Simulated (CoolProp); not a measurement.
n-nonane along the isobar 1.01 bar: fugacity coefficient from the reference equation and from simpler models built on Tc = 594.5 K, pc = 22.82 bar, ω = 0.443; each cubic takes its own stable root.

Model: reference Helmholtz-energy equation of state, Lemmon 2006, in CoolProp. It is a short technical equation, of lower accuracy than the large ones.

```
T (K)   phase  reference
-----  ------  ---------
351    liquid    0.08747
363.9  liquid     0.1463
376.8  liquid     0.2338
389.7  liquid     0.3589
402.6  liquid     0.5315
415.5  liquid     0.7618
428.4     gas     0.9474
441.3     gas     0.9530
454.2     gas     0.9578
467.1     gas     0.9621
```

Problem. How far does each simpler model (van der Waals, Redlich-Kwong, Soave-Redlich-Kwong, Peng-Robinson) lie from the reference over these 10 states: mean and median of the absolute difference, and the worst?

Solution. 
- van der Waals: mean 214.6 %, median 54.7 %, worst +992.7 % at 351 K and 1.01 bar
- Redlich-Kwong: mean 111.9 %, median 52.9 %, worst +336.4 % at 351 K and 1.01 bar
- Soave-Redlich-Kwong: mean 0.7 %, median 0.6 %, worst -1.4 % at 351 K and 1.01 bar
- Peng-Robinson: mean 1.3 %, median 1.1 %, worst +3.1 % at 351 K and 1.01 bar

At some of these states van der Waals, Redlich-Kwong gives the other phase, because its saturation line lies elsewhere.
